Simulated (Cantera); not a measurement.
What does this Cantera script print?

```python
import numpy as np
import cantera as ct

gas_names = """
    SiH3 CH3 SiH4 Si2C SiC4H12 SiC2 H
""".split()
cond_names = """

""".split()


# ... load() reads the species with a 1 bar reference pressure and builds the phases ...
species = {s.name: s for s in load("nasa_gas.yaml", gas_names) + load("nasa_condensed.yaml", cond_names)}
# Each term lists the table entries of one substance; the one whose range holds T is used.
reactions = {
    '11 SiH3(g) + CH3(g) = 9 SiH4(g) + Si2C(g)':
        [(-11, ['SiH3']), (-1, ['CH3']), (9, ['SiH4']), (1, ['Si2C'])],
    'Si(CH3)4(g) = SiC2(g) + 2 CH3(g) + 6 H(g)':
        [(-1, ['SiC4H12']), (1, ['SiC2']), (2, ['CH3']), (6, ['H'])],
}


def pick(names, T):
    return next(species[n] for n in names if species[n].thermo.min_temp <= T <= species[n].thermo.max_temp)


results = []
for label, terms in reactions.items():
    print(label)
    print("     T/K   dH/kJ  dS/(J/K)   dG/kJ   log10 K")
    for T in [1825, 1875, 1925, 1975, 2025, 2075]:
        used = [(nu, pick(names, T)) for nu, names in terms]
        dH = sum(nu * s.thermo.h(T) for nu, s in used) / 1e6
        dS = sum(nu * s.thermo.s(T) for nu, s in used) / 1e3
        dG = dH - T * dS / 1e3
        logK = -dG * 1e6 / (ct.gas_constant * T * np.log(10))
        results.append((label, T, dH, dS, dG, logK, [s.name for _, s in used]))
        print(f"{T:8g} {dH:8.1f} {dS:8.1f} {dG:8.1f} {logK:8.2f}")
```

Output:

```
11 SiH3(g) + CH3(g) = 9 SiH4(g) + Si2C(g)
     T/K   dH/kJ  dS/(J/K)   dG/kJ   log10 K
    1825  -1588.3   -486.2   -701.0    20.06
    1875  -1586.8   -485.4   -676.7    18.85
    1925  -1585.3   -484.6   -652.4    17.70
    1975  -1583.8   -483.8   -628.2    16.61
    2025  -1582.2   -483.1   -604.1    15.58
    2075  -1580.7   -482.3   -579.9    14.60
Si(CH3)4(g) = SiC2(g) + 2 CH3(g) + 6 H(g)
     T/K   dH/kJ  dS/(J/K)   dG/kJ   log10 K
    1825   2542.0   1031.1    660.4   -18.90
    1875   2541.3   1030.6    608.8   -16.96
    1925   2540.4   1030.2    557.3   -15.12
    1975   2539.5   1029.7    505.8   -13.38
    2025   2538.6   1029.3    454.3   -11.72
    2075   2537.7   1028.8    402.9   -10.14
```

Standard-state values (1 bar) from the NASA 1993 polynomials, evaluated with Cantera. Condensed species are held in their standard states even where they would react or evaporate.
